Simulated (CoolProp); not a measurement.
Properties of nitrogen along the isobar 0.101 MPa.

Model: reference Helmholtz-energy equation of state, Span 2000, in CoolProp.

```json
[
 {"T (°C)": "-196.65", "phase": "liquid", "density (kg/m³)": "810.0", "cp (kJ/(kg K))": "2.037", "Joule-Thomson coefficient (K/MPa)": "-0.3464", "isothermal compressibility (1/MPa)": "0.003122", "Prandtl number": "2.31"},
 {"T (°C)": "-189.15", "phase": "gas", "density (kg/m³)": "4.191", "cp (kJ/(kg K))": "1.100", "Joule-Thomson coefficient (K/MPa)": "22.72", "isothermal compressibility (1/MPa)": "10.26", "Prandtl number": "0.828"},
 {"T (°C)": "-181.75", "phase": "gas", "density (kg/m³)": "3.822", "cp (kJ/(kg K))": "1.084", "Joule-Thomson coefficient (K/MPa)": "19.15", "isothermal compressibility (1/MPa)": "10.17", "Prandtl number": "0.810"},
 {"T (°C)": "-174.25", "phase": "gas", "density (kg/m³)": "3.513", "cp (kJ/(kg K))": "1.073", "Joule-Thomson coefficient (K/MPa)": "16.43", "isothermal compressibility (1/MPa)": "10.11", "Prandtl number": "0.797"},
 {"T (°C)": "-166.75", "phase": "gas", "density (kg/m³)": "3.252", "cp (kJ/(kg K))": "1.066", "Joule-Thomson coefficient (K/MPa)": "14.32", "isothermal compressibility (1/MPa)": "10.07", "Prandtl number": "0.787"},
 {"T (°C)": "-159.35", "phase": "gas", "density (kg/m³)": "3.031", "cp (kJ/(kg K))": "1.060", "Joule-Thomson coefficient (K/MPa)": "12.65", "isothermal compressibility (1/MPa)": "10.04", "Prandtl number": "0.779"},
 {"T (°C)": "-151.85", "phase": "gas", "density (kg/m³)": "2.837", "cp (kJ/(kg K))": "1.057", "Joule-Thomson coefficient (K/MPa)": "11.28", "isothermal compressibility (1/MPa)": "10.01", "Prandtl number": "0.772"},
 {"T (°C)": "-144.35", "phase": "gas", "density (kg/m³)": "2.667", "cp (kJ/(kg K))": "1.054", "Joule-Thomson coefficient (K/MPa)": "10.13", "isothermal compressibility (1/MPa)": "9.995", "Prandtl number": "0.767"},
 {"T (°C)": "-136.95", "phase": "gas", "density (kg/m³)": "2.518", "cp (kJ/(kg K))": "1.052", "Joule-Thomson coefficient (K/MPa)": "9.185", "isothermal compressibility (1/MPa)": "9.980", "Prandtl number": "0.762"},
 {"T (°C)": "-129.45", "phase": "gas", "density (kg/m³)": "2.384", "cp (kJ/(kg K))": "1.050", "Joule-Thomson coefficient (K/MPa)": "8.362", "isothermal compressibility (1/MPa)": "9.968", "Prandtl number": "0.758"},
 {"T (°C)": "-121.95", "phase": "gas", "density (kg/m³)": "2.263", "cp (kJ/(kg K))": "1.048", "Joule-Thomson coefficient (K/MPa)": "7.652", "isothermal compressibility (1/MPa)": "9.958", "Prandtl number": "0.754"},
 {"T (°C)": "-114.55", "phase": "gas", "density (kg/m³)": "2.156", "cp (kJ/(kg K))": "1.047", "Joule-Thomson coefficient (K/MPa)": "7.041", "isothermal compressibility (1/MPa)": "9.950", "Prandtl number": "0.751"},
 {"T (°C)": "-107.05", "phase": "gas", "density (kg/m³)": "2.057", "cp (kJ/(kg K))": "1.046", "Joule-Thomson coefficient (K/MPa)": "6.495", "isothermal compressibility (1/MPa)": "9.943", "Prandtl number": "0.748"},
 {"T (°C)": "-99.55", "phase": "gas", "density (kg/m³)": "1.967", "cp (kJ/(kg K))": "1.045", "Joule-Thomson coefficient (K/MPa)": "6.012", "isothermal compressibility (1/MPa)": "9.937", "Prandtl number": "0.745"}
]
```

Viscosity comes from a separate model (Lemmon 2004). Thermal conductivity comes from a separate model (Lemmon 2004).
